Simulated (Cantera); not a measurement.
Mixture: CH₄ : H₂ : O₂ : N₂ = 1 : 0.048 : 2.2 : 8.27 (molar parts), equivalence ratio 0.92, at 2630 Torr, adiabatic and at constant pressure. Ignition delay is the time to a rise of 400 K.

Detailed kinetics in Cantera: GRI-Mech 3.0 (53 species, 325 reactions).

Task: What does this change do: H2 0.048 to 0.029 parts?

Result: 
| quantity | before | after |
|---|---|---|
| delay at 1300 K | 2.62 ms | 3.04 ms |
| delay at 1375 K | 1.18 ms | 1.33 ms |
| delay at 1450 K | 0.555 ms | 0.613 ms |
| delay at 1525 K | 0.274 ms | 0.297 ms |
| delay at 1600 K | 0.143 ms | 0.153 ms |
| delay at 1675 K | 79.3 µs | 83.6 µs |
| apparent activation energy between 1525 and 1675 K | 180 kJ/mol | 180 kJ/mol |

Task: What does this change do: constant volume in place of constant pressure?

Result: 
| quantity | before | after |
|---|---|---|
| delay at 1300 K | 2.62 ms | 2.47 ms |
| delay at 1375 K | 1.18 ms | 1.11 ms |
| delay at 1450 K | 0.555 ms | 0.519 ms |
| delay at 1525 K | 0.274 ms | 0.256 ms |
| delay at 1600 K | 0.143 ms | 0.134 ms |
| delay at 1675 K | 79.3 µs | 74.1 µs |
| apparent activation energy between 1525 and 1675 K | 180 kJ/mol | 180 kJ/mol |
